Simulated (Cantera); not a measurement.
Mixture: CH₄ : H₂ : O₂ : N₂ = 1 : 0.72 : 3.23 : 12.2 (molar parts), at 7500 Torr, adiabatic and at constant volume. Ignition delay is the time to a rise of 400 K.

Detailed kinetics in Cantera: GRI-Mech 3.0 (53 species, 325 reactions).

Question: At T0 = 1625 K, what is the delay, and which 6 reactions control it most (d ln τ / d ln k, from doubling and halving each rate constant)?

Answer: The delay is 11.3 µs.
| reaction | d ln τ / d ln k | faster rate |
|---|---|---|
| H + O2 <=> O + OH | -0.94 | shortens it |
| H2 + OH <=> H + H2O | -0.30 | shortens it |
| CH4 + OH <=> CH3 + H2O | 0.28 | lengthens it |
| CH3 + HO2 <=> CH3O + OH | -0.20 | shortens it |
| CH4 + H <=> CH3 + H2 | 0.20 | lengthens it |
| 2 CH3 (+M) <=> C2H6 (+M) | 0.16 | lengthens it |
